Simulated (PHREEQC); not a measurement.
Make-up at 25 °C: 0.0014 mol/kgw NaH2PO4, 0.017 mol/kgw NaOH and 0.00042 mol/kgw KCl. Closed to the air; pH follows from the charge balance.

All values are PHREEQC results (ion-association model, phreeqc.dat), not measurements.

```
Property                       Value
--------------------  --------------
pH                             12.10
ionic strength        0.0217 mol/kgw
specific conductance      3720 µS/cm
total alkalinity         17.0 meq/kg
```

| species | molality | activity | log γ |
|---|---|---|---|
| Na+ | 0.0184 | 0.0160 | -0.061 |
| OH- | 0.0148 | 0.0128 | -0.064 |
| PO4-3 | 0.000758 | 0.000206 | -0.567 |
| HPO4-2 | 0.000629 | 0.000360 | -0.242 |
| Cl- | 0.000420 | 0.000363 | -0.064 |
| K+ | 0.000420 | 0.000362 | -0.064 |

This is a speciation only: nothing precipitates in the calculation. Complexes and solids missing from the database can't appear.
